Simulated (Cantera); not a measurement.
Halide evaporation, hydrolysis and transport: SrCl2 + H2 + N2

Feed: 1 mol SrCl2, 0.74 mol H2, 0.37 mol N2, at 0.650 bar.

Method: chemical equilibrium by Gibbs-energy minimisation in Cantera with the NASA 1993 tables (ideal gas, pure condensed phases). Candidate condensed phases: NH4Cl, Sr, SrCl2; 15 gas species. The numbers say what is thermodynamically allowed, not how fast it happens.

At 1023 K the condensed part is SrCl2(s). From 1173 K to 2073 K the condensed part is SrCl2(l). At 2223 K nothing is condensed.

```tsv
T (K)	log p H2	log p SrCl2	log p N2	log p HCl	log p SrCl	log p H	log p Sr	n SrCl2(s)	n SrCl2(l)
1023	-0.36	-8.30	-0.66	-8.94	-9.81	-8.56	-9.30	1.00	0
1173	-0.36	-6.21	-0.66	-7.24	-7.77	-7.11	-7.69	0	1.000
1323	-0.36	-4.71	-0.66	-5.94	-6.28	-5.98	-6.51	0	1.000
1473	-0.36	-3.53	-0.66	-4.91	-5.12	-5.08	-5.61	0	0.999
1623	-0.37	-2.60	-0.67	-4.06	-4.21	-4.34	-4.91	0	0.996
1773	-0.37	-1.84	-0.67	-3.37	-3.47	-3.73	-4.34	0	0.974
1923	-0.41	-1.22	-0.71	-2.79	-2.86	-3.23	-3.88	0	0.884
2073	-0.53	-0.70	-0.83	-2.32	-2.38	-2.85	-3.54	0	0.495
2223	-0.66	-0.53	-0.95	-2.05	-2.11	-2.52	-3.27	0	0
```
log p: log10 of the partial pressure in bar; n: condensed amount in mol.
